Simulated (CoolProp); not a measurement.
n-perfluorohexane along the isotherm 450 K: fugacity coefficient from the reference equation and from simpler models built on Tc = 448.0 K, pc = 1742 kPa, ω = 0.497; each cubic takes its own stable root.

The numbers come from the reference Helmholtz-energy equation of state, Gao 2022 in CoolProp.

| p (kPa) | phase | reference |
|---|---|---|
| 544 | gas | 0.8938 |
| 1090 | gas | 0.7890 |
| 1630 | gas | 0.6826 |
| 2180 | supercritical | 0.5543 |
| 2720 | supercritical | 0.4663 |
| 3270 | supercritical | 0.4064 |
| 3810 | supercritical | 0.3646 |
| 4350 | supercritical | 0.3333 |
| 4900 | supercritical | 0.3089 |
| 5440 | supercritical | 0.2900 |
| 5990 | supercritical | 0.2746 |
| 6530 | supercritical | 0.2622 |
| 7080 | supercritical | 0.2519 |
| 7620 | supercritical | 0.2434 |
| 8160 | supercritical | 0.2364 |
| 8710 | supercritical | 0.2303 |

How far does each simpler model (van der Waals, Soave-Redlich-Kwong) lie from the reference over these 16 states: mean and median of the absolute difference, and the worst?


- van der Waals: mean 20.1 %, median 20.3 %, worst +38.6 % at 450 K and 8710 kPa
- Soave-Redlich-Kwong: mean 8.3 %, median 9.1 %, worst +14.7 % at 450 K and 8710 kPa
